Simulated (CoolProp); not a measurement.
Saturation properties of CH2F2 (R32).

Computed with CoolProp (reference Helmholtz-energy equation of state, Tillner-Roth 1997).

```tsv
T (K)	p (MPa)	enthalpy of vaporisation (kJ/kg)	liquid cp (kJ/(kg K))	vapour Z
192.1	0.01733	411.7	1.560	0.9866
199.5	0.02861	404.5	1.564	0.9814
207	0.04559	397.0	1.570	0.9748
214.4	0.06960	389.4	1.577	0.9669
221.9	0.1034	381.4	1.588	0.9574
229.3	0.1485	373.2	1.600	0.9464
236.8	0.2087	364.5	1.616	0.9335
244.3	0.2867	355.4	1.634	0.9188
```

It boils at 221.5 K under 1 atm.
